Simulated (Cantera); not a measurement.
A closed system holds: 1 mol V2O3, 1600 mol H2, 33 mol N2, at 22.0 mbar.

Equilibrium computed with Cantera from the NASA thermochemical tables; the gas is ideal and each condensed phase is pure. Candidate condensed phases: H2O, V, VN, VO, V2O3, V2O4, V2O5; 28 gas species. Mutual solubility and eutectic melting of coexisting phases are not modelled. VN, VO: taken at fixed stoichiometry. Condensed phases not in the tables: solid solutions among these carbides, nitrides and lower oxides, V2N. Kinetics and transport are ignored.

x: gas mole fraction; n: condensed amount in mol.

```json
[
 {"T (°C)": "1000", "x H2": "0.979", "x N2": "0.0202", "x H2O": "0.000702", "x H": "4.76e-6", "x NH3": "4.19e-7", "n VN(s)": "0.147", "n VO(s)": "1.85"},
 {"T (°C)": "1025", "x H2": "0.979", "x N2": "0.0202", "x H2O": "0.000653", "x H": "___", "x NH3": "___", "n VN(s)": "___", "n VO(s)": "1.93"},
 {"T (°C)": "1050", "x H2": "0.979", "x N2": "0.0202", "x H2O": "0.000612", "x H": "1.06e-5", "x NH3": "3.43e-7", "n VN(s)": "0", "n VO(s)": "2.00"},
 {"T (°C)": "1075", "x H2": "0.979", "x N2": "0.0202", "x H2O": "0.000612", "x H": "1.54e-5", "x NH3": "3.12e-7", "n VN(s)": "0", "n VO(s)": "2.00"},
 {"T (°C)": "1100", "x H2": "0.979", "x N2": "0.0202", "x H2O": "0.000612", "x H": "2.22e-5", "x NH3": "2.85e-7", "n VN(s)": "0", "n VO(s)": "2.00"},
 {"T (°C)": "1125", "x H2": "0.979", "x N2": "0.0202", "x H2O": "0.000612", "x H": "___", "x NH3": "___", "n VN(s)": "0", "n VO(s)": "2.00"},
 {"T (°C)": "1150", "x H2": "0.979", "x N2": "0.0202", "x H2O": "0.000612", "x H": "4.43e-5", "x NH3": "2.40e-7", "n VN(s)": "0", "n VO(s)": "2.00"},
 {"T (°C)": "1175", "x H2": "0.979", "x N2": "0.0202", "x H2O": "0.000612", "x H": "6.15e-5", "x NH3": "2.21e-7", "n VN(s)": "0", "n VO(s)": "2.00"},
 {"T (°C)": "1200", "x H2": "0.979", "x N2": "0.0202", "x H2O": "0.000612", "x H": "8.44e-5", "x NH3": "2.04e-7", "n VN(s)": "0", "n VO(s)": "2.00"},
 {"T (°C)": "1225", "x H2": "0.979", "x N2": "0.0202", "x H2O": "0.000612", "x H": "0.000115", "x NH3": "1.89e-7", "n VN(s)": "0", "n VO(s)": "2.00"},
 {"T (°C)": "1250", "x H2": "0.979", "x N2": "0.0202", "x H2O": "0.000612", "x H": "0.000154", "x NH3": "1.75e-7", "n VN(s)": "0", "n VO(s)": "2.00"}
]
```

Task: Complete the blanks.

Result: 
- 1025, x H: 7.15e-6
- 1025, x NH3: 3.79e-7
- 1025, n VN(s): 0.0669
- 1125, x H: 3.16e-5
- 1125, x NH3: 2.61e-7
